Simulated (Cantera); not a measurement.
A perfectly stirred reactor is fed with 14.5 % NH3, 85.5 % H2, at 0.132 atm; it is held at 1850 K, and followed from long to short residence time.

Model: the gas-phase N/H chemistry of the illustrative SiF4/NH3 mechanism in the Surface Chemkin manual (1991), integrated in Cantera. Walls and surfaces, which speed up NH3 decomposition in real reactors, are not modelled.

Q: Predict: x(NH3) at τ = 13.0 s; x(H2) at τ = 13.0 s; x(N) at τ = 13.0 s; x(NH2) at τ = 13.0 s; x(NH) at τ = 13.0 s; x(NH3) at τ = 0.200 s; x(H2) at τ = 0.200 s; x(N) at τ = 0.200 s; x(NH2) at τ = 0.200 s; x(NH) at τ = 0.200 s.

A: 
| Item | Value |
|---|---|
| x(NH3) at τ = 13.0 s | 0.0193 |
| x(H2) at τ = 13.0 s | 0.925 |
| x(N) at τ = 13.0 s | 2.13e-7 |
| x(NH2) at τ = 13.0 s | 4.29e-5 |
| x(NH) at τ = 13.0 s | 1.51e-6 |
| x(NH3) at τ = 0.200 s | 0.130 |
| x(H2) at τ = 0.200 s | 0.863 |
| x(N) at τ = 0.200 s | 2.12e-7 |
| x(NH2) at τ = 0.200 s | 0.000155 |
| x(NH) at τ = 0.200 s | 2.87e-6 |
